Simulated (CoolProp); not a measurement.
A single-stage vapour-compression cycle with the fluid: evaporating at 271.15 K (dew point), condensing at 324.15 K (bubble point), superheat 0 K, subcooling 0 K, compressor efficiency 0.9, no pressure losses. The same conditions are run with several fluids, on thermodynamics alone (safety and materials aside).

The numbers come from the reference Helmholtz-energy equation of state of each fluid (R507A: Lemmon 2003; n-perfluorobutane: Gao 2022; R407C: Lemmon 2003; sulfur dioxide: Gao 2016; C3F8 (R218): Lemmon 2006; carbonyl sulfide: Lemmon 2006) in CoolProp. Blends and air are pseudo-pure fits.

Problem. Rank R507A, n-perfluorobutane, R407C, sulfur dioxide, C3F8 (R218), carbonyl sulfide by cooling COP, highest first.

Solution. sulfur dioxide (3.77), carbonyl sulfide (3.54), R407C (2.87), R507A (2.73), n-perfluorobutane (2.38), C3F8 (R218) (1.91)

| fluid | pressure ratio | discharge temperature (K) | refrigerating effect (kJ/kg) | volumetric capacity (kJ/m³) |
|---|---|---|---|---|
| R507A | 4.13 | 332.8 | 81.8 | 2470 |
| n-perfluorobutane | 5.62 | 324.2 | 36.7 | 413 |
| R407C | 5.28 | 348.2 | 130 | 2380 |
| sulfur dioxide | 6.04 | 404.4 | 308 | 1300 |
| C3F8 (R218) | 4.27 | 324.1 | 28.2 | 1050 |
| carbonyl sulfide | 3.79 | 368.0 | 199 | 3600 |

The compression ends wet for: n-perfluorobutane; C3F8 (R218).
